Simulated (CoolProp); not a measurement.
Vapour-liquid equilibrium of R22 (1) + R11 (2) at 865 kPa; x and y are mole fractions of (1).

Model: multi-fluid Helmholtz-energy mixture model, Kamei 1995 and Jacobsen 1992; pair parameters Bell 2016, in CoolProp.

| x | bubble temperature (°C) | y at the bubble point | dew temperature at overall composition x (°C) | liquid density (mol/L) |
|---|---|---|---|---|
| 0.05 | 89.8 | 0.243 | 99.9 | 9.584 |
| 0.15 | 70.6 | 0.541 | 94.8 | 10.18 |
| 0.25 | 57.6 | (withheld) | 89.4 | 10.68 |
| 0.35 | 48.3 | 0.786 | 83.5 | 11.12 |
| 0.45 | 41.4 | 0.844 | 77.1 | 11.54 |
| 0.55 | (withheld) | 0.885 | (withheld) | 11.96 |
| 0.65 | 31.2 | 0.917 | 61.8 | 12.39 |
| 0.75 | 27.2 | 0.943 | 52.2 | 12.83 |
| 0.85 | 23.4 | (withheld) | 40.5 | 13.30 |
| 0.95 | 19.9 | 0.989 | 26.1 | 13.80 |

Task: Complete the blanks.

Result: 
- 0.25, y at the bubble point: 0.697
- 0.55, bubble temperature (°C): 35.9
- 0.55, dew temperature at overall composition x (°C): 70.0
- 0.85, y at the bubble point: 0.967

No azeotrope shows between x = 0.05 and 0.95.

The pair parameters rest on a limited set of measurements; away from them the model extrapolates.
